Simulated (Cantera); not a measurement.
# Ammonia decomposition in nitride growth gas

An isothermal, constant-pressure homogeneous reactor starts with NH3 : H2 = 1 : 0.38 (molar parts), at 1775 K and 1100 Pa.

Computed with Cantera and the gas-phase N/H chemistry of the illustrative SiF4/NH3 mechanism in the Surface Chemkin manual (1991). Walls and surfaces, which speed up NH3 decomposition in real reactors, are not modelled.

```json
[
 {"t (s)": "4.00e-5", "x NH3": "0.725", "x H2": "0.275", "x NH2": "3.40e-7", "x N2H2": "<1e-12", "x N2H4": "<1e-12"},
 {"t (s)": "0.000131", "x NH3": "0.725", "x H2": "0.275", "x NH2": "1.18e-6", "x N2H2": "2.03e-12", "x N2H4": "<1e-12"},
 {"t (s)": "0.000429", "x NH3": "0.725", "x H2": "0.275", "x NH2": "3.95e-6", "x N2H2": "6.17e-11", "x N2H4": "<1e-12"},
 {"t (s)": "0.00141", "x NH3": "0.725", "x H2": "0.275", "x NH2": "1.30e-5", "x N2H2": "1.34e-9", "x N2H4": "6.44e-12"},
 {"t (s)": "0.00461", "x NH3": "0.725", "x H2": "0.275", "x NH2": "4.25e-5", "x N2H2": "2.04e-8", "x N2H4": "7.21e-11"},
 {"t (s)": "0.0151", "x NH3": "0.724", "x H2": "0.275", "x NH2": "0.000138", "x N2H2": "2.76e-7", "x N2H4": "7.68e-10"},
 {"t (s)": "0.0494", "x NH3": "0.723", "x H2": "0.276", "x NH2": "0.000382", "x N2H2": "2.82e-6", "x N2H4": "5.89e-9"},
 {"t (s)": "0.162", "x NH3": "0.717", "x H2": "0.280", "x NH2": "0.000463", "x N2H2": "4.43e-6", "x N2H4": "8.66e-9"},
 {"t (s)": "0.530", "x NH3": "0.695", "x H2": "0.296", "x NH2": "0.000453", "x N2H2": "4.22e-6", "x N2H4": "8.30e-9"},
 {"t (s)": "1.74", "x NH3": "0.631", "x H2": "0.341", "x NH2": "0.000424", "x N2H2": "3.61e-6", "x N2H4": "7.25e-9"},
 {"t (s)": "5.69", "x NH3": "0.473", "x H2": "0.454", "x NH2": "0.000347", "x N2H2": "2.31e-6", "x N2H4": "4.86e-9"},
 {"t (s)": "18.6", "x NH3": "0.223", "x H2": "0.631", "x NH2": "0.000205", "x N2H2": "7.95e-7", "x N2H4": "1.70e-9"},
 {"t (s)": "61.1", "x NH3": "0.0434", "x H2": "0.759", "x NH2": "6.39e-5", "x N2H2": "9.13e-8", "x N2H4": "1.64e-10"},
 {"t (s)": "200", "x NH3": "0.000711", "x H2": "0.788", "x NH2": "3.99e-6", "x N2H2": "6.82e-10", "x N2H4": "<1e-12"}
]
```
x: mole fraction; the columns are a selection and need not sum to one.

Equilibrium at this temperature and pressure: NH3 1.07e-7, H2 0.788, NH2 8.89e-10, N2H2 <1e-12, N2H4 <1e-12 (gas phase only).
